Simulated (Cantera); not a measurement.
Input: 1 mol Si3N4, 4 mol HCl, 39 mol N2, at 10.0 mbar.

Equilibrium computed with Cantera from the NASA thermochemical tables; the gas is ideal and each condensed phase is pure. Candidate condensed phases: NH4Cl, Si, Si3N4; 28 gas species. The numbers say what is thermodynamically allowed, not how fast it happens.

Over these rows the condensed part is Si3N4(s). Partial pressures as log10 of bar:

```csv
T (K),1000/T (1/K),log p SiCl2,log p N2,log p HCl,log p H2
1250,0.8000,-5.23,-2.04,-3.16,-3.92
1325,0.7547,-4.63,-2.04,-3.16,-3.91
1400,0.7143,-4.18,-2.04,-3.19,-3.86
1475,0.6780,-3.88,-2.04,-3.24,-3.76
1550,0.6452,?,-2.04,-3.32,-3.66
1625,0.6154,-3.59,-2.04,-3.42,-3.57
```

### Question
Fit log p(SiCl2) = a + b·(1000/T) to the five rows, give the apparent enthalpy, and predict the row at 1550 K.

### Answer
Means: 1000/T = 0.7125, log p = -4.302. Sxy = -0.178516, Sxx = 0.0200590, so b = -8.90 and a = -4.302 − (-8.90)×0.7125 = 2.04.
Apparent enthalpy: −19.145 × (-8.90) = 170 kJ/mol. With the condensed phases at unit activity, 1/3 Si3N4(s) + 2 HCl(g) = SiCl2(g) + 2/3 N2(g) + H2(g) links this pressure to the main gases: over the six rows their terms move log p by -0.87 in all, so the slope isn't that reaction's ΔH° alone. The five rows lie within 0.15 of the line; that is curvature, so one enthalpy describes this range poorly.
Prediction at 1550 K: 2.04 + (-8.90)×0.6452 = -3.70. The computed value is -3.70, 0.00 from the line.
